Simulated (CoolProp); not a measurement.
R227EA along the isobar 3270 kPa: fugacity coefficient from the reference equation and from simpler models built on Tc = 374.9 K, pc = 2925 kPa, ω = 0.358; each cubic takes its own stable root.

Model: reference Helmholtz-energy equation of state, Lemmon 2016, in CoolProp.

```csv
T (K),phase,reference
328.8,liquid,0.2897
347,liquid,0.4057
365.3,liquid,0.5357
383.6,supercritical,0.6559
401.9,supercritical,0.7171
420.2,supercritical,0.7617
438.4,supercritical,0.7973
456.7,supercritical,0.8268
475,supercritical,0.8516
```

### Question
How far does each simpler model (Redlich-Kwong, Soave-Redlich-Kwong, Peng-Robinson) lie from the reference over these 9 states: mean and median of the absolute difference, and the worst?

### Answer
- Redlich-Kwong: mean 6.0 %, median 3.0 %, worst +23.1 % at 328.8 K and 3270 kPa
- Soave-Redlich-Kwong: mean 1.6 %, median 1.1 %, worst +3.3 % at 328.8 K and 3270 kPa
- Peng-Robinson: mean 2.0 %, median 2.0 %, worst -3.0 % at 383.6 K and 3270 kPa
